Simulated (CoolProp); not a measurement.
Saturation properties of R21.

Model: reference Helmholtz-energy equation of state, Platzer 1990, in CoolProp. This equation is an older, rougher fit; its heat capacities, sound speeds and derivatives of the liquid may be far off and weren't checked against measurements.

```
T (K)  p (kPa)  vapour density (kg/m³)  enthalpy of vaporisation (kJ/kg)
-----  -------  ----------------------  --------------------------------
297.6    178.8                     [?]                             230.7
302.2    208.8                   9.087                             228.0
306.7      [?]                   10.43                             225.2
311.3    279.2                   11.96                             222.4
315.9      [?]                   13.65                             219.5
320.5      [?]                     [?]                             216.6
325.1      [?]                     [?]                             213.5
329.7    475.4                     [?]                             210.5
```

**Question.** What belongs in the gaps?

**Answer.** 
- 297.6, vapour density (kg/m³): 7.856
- 306.7, p (kPa): 241.7
- 315.9, p (kPa): 321.1
- 320.5, p (kPa): 367.5
- 320.5, vapour density (kg/m³): 15.53
- 325.1, p (kPa): 418.9
- 325.1, vapour density (kg/m³): 17.60
- 329.7, vapour density (kg/m³): 19.87

It boils at 282.0 K under 1 atm.
